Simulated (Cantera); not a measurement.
An adiabatic, constant-pressure homogeneous reactor starts with CO : H2 : O2 : N2 = 1 : 0.21 : 1.64 : 6.15 (molar parts), equivalence ratio 0.37, at 1525 K and 1.00 bar. Integrator tolerance rtol = 1e-08.

Computed with Cantera and GRI-Mech 3.0 (53 species, 325 reactions).

Problem. What does this change do: initial temperature 1525 to 1300 K?

Solution. 
```csv
quantity,before,after
time of steepest temperature rise,32.0 µs,66.7 µs
temperature at 9.00 s,2407 K,2256 K
equilibrium temperature,2407 K,2256 K
x(CO) at 9.00 s,0.00721 (gas-phase equilibrium 0.00721),0.00297 (gas-phase equilibrium 0.00297)
x(H2) at 9.00 s,0.000244 (gas-phase equilibrium 0.000244),0.000110 (gas-phase equilibrium 0.000110)
x(O2) at 9.00 s,0.117 (gas-phase equilibrium 0.117),0.118 (gas-phase equilibrium 0.118)
x(O) at 9.00 s,0.00309 (gas-phase equilibrium 0.00309),0.00132 (gas-phase equilibrium 0.00132)
x(HO2) at 9.00 s,3.38e-6 (gas-phase equilibrium 3.38e-6),2.23e-6 (gas-phase equilibrium 2.23e-6)
x(NO2) at 9.00 s,1.02e-5 (gas-phase equilibrium 1.02e-5),9.12e-6 (gas-phase equilibrium 9.12e-6)
```

Problem. What does this change do: H2 0.21 to 0.13 parts?

Solution. 
| quantity | before | after |
|---|---|---|
| time of steepest temperature rise | 32.0 µs | 41.1 µs |
| temperature at 9.00 s | 2407 K | 2374 K |
| equilibrium temperature | 2407 K | 2374 K |
| x(CO) at 9.00 s | 0.00721 (gas-phase equilibrium 0.00721) | 0.00593 (gas-phase equilibrium 0.00593) |
| x(H2) at 9.00 s | 0.000244 (gas-phase equilibrium 0.000244) | 0.000124 (gas-phase equilibrium 0.000124) |
| x(O2) at 9.00 s | 0.117 (gas-phase equilibrium 0.117) | 0.122 (gas-phase equilibrium 0.122) |
| x(O) at 9.00 s | 0.00309 (gas-phase equilibrium 0.00309) | 0.00265 (gas-phase equilibrium 0.00265) |
| x(HO2) at 9.00 s | 3.38e-6 (gas-phase equilibrium 3.38e-6) | 2.50e-6 (gas-phase equilibrium 2.50e-6) |
| x(NO2) at 9.00 s | 1.02e-5 (gas-phase equilibrium 1.02e-5) | 1.04e-5 (gas-phase equilibrium 1.04e-5) |

Problem. What does this change do: initial temperature 1525 to 973 K?

Solution. 
| quantity | before | after |
|---|---|---|
| time of steepest temperature rise | 32.0 µs | 1.35 ms |
| temperature at 9.00 s | 2407 K | 2002 K |
| equilibrium temperature | 2407 K | 2002 K |
| x(CO) at 9.00 s | 0.00721 (gas-phase equilibrium 0.00721) | 0.000462 (gas-phase equilibrium 0.000461) |
| x(H2) at 9.00 s | 0.000244 (gas-phase equilibrium 0.000244) | 2.09e-5 (gas-phase equilibrium 2.08e-5) |
| x(O2) at 9.00 s | 0.117 (gas-phase equilibrium 0.117) | 0.120 (gas-phase equilibrium 0.120) |
| x(O) at 9.00 s | 0.00309 (gas-phase equilibrium 0.00309) | 0.000237 (gas-phase equilibrium 0.000237) |
| x(HO2) at 9.00 s | 3.38e-6 (gas-phase equilibrium 3.38e-6) | 9.32e-7 (gas-phase equilibrium 9.31e-7) |
| x(NO2) at 9.00 s | 1.02e-5 (gas-phase equilibrium 1.02e-5) | 7.10e-6 (gas-phase equilibrium 7.31e-6) |
